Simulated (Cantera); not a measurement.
A closed system holds: 1 mol TEOS, 13 mol CO2, 44 mol N2, equilibrated at 973 K and 13300 Pa.

Method: chemical equilibrium by Gibbs-energy minimisation in Cantera with the NASA 1993 tables (ideal gas, pure condensed phases). Candidate condensed phases: C, C6H6, C7H8, C8H18, H2O, Si, SiC, SiO2, Si2N2O, Si3N4; 151 gas species. The feed counts by its element totals alone. The numbers say what is thermodynamically allowed, not how fast it happens.

Task: What is the equilibrium state?

Result: 
- x(N2): 0.587
- x(CO): 0.210
- x(H2): 0.110
- x(CO2): 0.0704
- x(H2O): 0.0230
- x(CH4): 1.74e-5
- x(NH3): 2.62e-6
- n(SiO2(β-quartz)): 1.00 mol
- gas amount: 75.00 mol
- log10 activity of C(graphite) (absent): -1.08
- log10 activity of Si(s) (absent): -17.25
